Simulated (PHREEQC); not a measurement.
Solution (25 °C): 0.058 mol KHCO3, 0.0027 mol NH3 and 0.14 mol NaCl per kg of water. Closed to the air; pH follows from the charge balance.

Computed with PHREEQC (ion-association model, wateq4f.dat).

Precipitation was switched off in this run.

**Question.** Estimate the pH.

**Answer.** pH 8.41.

**Question.** In which forms is Na present?

**Answer.** Na+ 98 %, NaHCO3 1.5 %, NaCO3- 0.9 % of the Na.
